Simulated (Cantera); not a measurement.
# Low-pressure radical oxidation in H2/O2

An isothermal, constant-pressure homogeneous reactor starts with 0.754 % H2, 99.2 % O2, equivalence ratio 0.0038, at 1200 K and 0.0267 bar.

Computed with Cantera and GRI-Mech 3.0 (53 species, 325 reactions). Radical loss at walls, strong at low pressure, is not modelled.

```json
[
 {"t (s)": "2.00e-5", "x H2": "0.00754", "x O2": "0.992", "x H2O": "3.18e-12", "x O": "9.76e-11", "x OH": "9.61e-11", "x H2O2": "<1e-12"},
 {"t (s)": "6.29e-5", "x H2": "0.00754", "x O2": "0.992", "x H2O": "6.70e-11", "x O": "6.13e-10", "x OH": "5.81e-10", "x H2O2": "<1e-12"},
 {"t (s)": "0.000198", "x H2": "0.00754", "x O2": "0.992", "x H2O": "1.06e-9", "x O": "3.19e-9", "x OH": "2.73e-9", "x H2O2": "<1e-12"},
 {"t (s)": "0.000623", "x H2": "0.00754", "x O2": "0.992", "x H2O": "1.85e-8", "x O": "2.44e-8", "x OH": "1.80e-8", "x H2O2": "3.21e-12"},
 {"t (s)": "0.00196", "x H2": "0.00754", "x O2": "0.992", "x H2O": "1.67e-6", "x O": "1.55e-6", "x OH": "1.08e-6", "x H2O2": "3.38e-11"},
 {"t (s)": "0.00617", "x H2": "0.000570", "x O2": "0.986", "x H2O": "0.00618", "x O": "0.00542", "x OH": "0.00116", "x H2O2": "9.80e-8"},
 {"t (s)": "0.0194", "x H2": "2.06e-5", "x O2": "0.987", "x H2O": "0.00717", "x O": "0.00515", "x OH": "0.000536", "x H2O2": "2.69e-8"},
 {"t (s)": "0.0612", "x H2": "1.18e-5", "x O2": "0.989", "x H2O": "0.00731", "x O": "0.00292", "x OH": "0.000407", "x H2O2": "2.49e-8"},
 {"t (s)": "0.192", "x H2": "3.73e-6", "x O2": "0.991", "x H2O": "0.00744", "x O": "0.000916", "x OH": "0.000230", "x H2O2": "1.90e-8"},
 {"t (s)": "0.606", "x H2": "6.68e-7", "x O2": "0.992", "x H2O": "0.00752", "x O": "0.000165", "x OH": "9.81e-5", "x H2O2": "9.33e-9"},
 {"t (s)": "1.91", "x H2": "9.66e-8", "x O2": "0.992", "x H2O": "0.00755", "x O": "2.42e-5", "x OH": "3.77e-5", "x H2O2": "2.68e-9"},
 {"t (s)": "6.00", "x H2": "1.55e-8", "x O2": "0.992", "x H2O": "0.00756", "x O": "3.93e-6", "x OH": "1.52e-5", "x H2O2": "5.97e-10"}
]
```
x: mole fraction; the columns are a selection and need not sum to one.

Equilibrium at this temperature and pressure: H2 5.95e-10, O2 0.992, H2O 0.00757, O 1.54e-7, OH 3.01e-6, H2O2 2.95e-11 (gas phase only).
